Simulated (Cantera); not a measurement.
# Thermodynamics of oxide etching and cleaning by halides, feed TiO2 + HCl

Feed: 1 mol TiO2, 39 mol HCl, held at 67.0 Pa.

Equilibrium computed with Cantera from the NASA thermochemical tables; the gas is ideal and each condensed phase is pure. Candidate condensed phases: H2O, Ti, TiCl2, TiCl3, TiCl4, TiO, TiO2, Ti2O3, Ti3O5, Ti4O7; 23 gas species. The tables' values for TiCl2 are old estimates; treat these amounts as uncertain. Condensed phases not in the tables: TiOCl. Equilibrium is a limit: real reactors are often held back by kinetics, nucleation or transport.

```tsv
T (K)	log p HCl	log p Cl	log p H2	log p H2O	n TiO2(rutile)
1073	-3.17	-7.29	-7.56	-6.46	0.990
1148	-3.17	-6.82	-7.11	-6.40	0.988
1223	-3.17	-6.41	-6.71	-6.35	0.987
1298	-3.18	-6.04	-6.35	-6.29	0.985
1373	-3.18	-5.72	-6.03	-6.24	0.983
1448	-3.18	-5.43	-5.74	-6.18	0.980
1523	-3.18	-5.17	-5.49	-6.10	0.977
1598	-3.19	-4.94	-5.25	-6.01	0.971
1673	-3.19	-4.72	-5.04	-5.92	0.963
1748	-3.21	-4.53	-4.85	-5.83	0.952
```
log p: log10 of the partial pressure in bar; n: condensed amount in mol.

From 1073 K to 1748 K the condensed part is TiO2(rutile). The main Ti-bearing gas is TiCl4 at 1073 K and TiCl3 at 1748 K. The share of Ti in condensed phases is highest at 1073 K (99.0 %) and lowest at 1748 K (95.2 %).
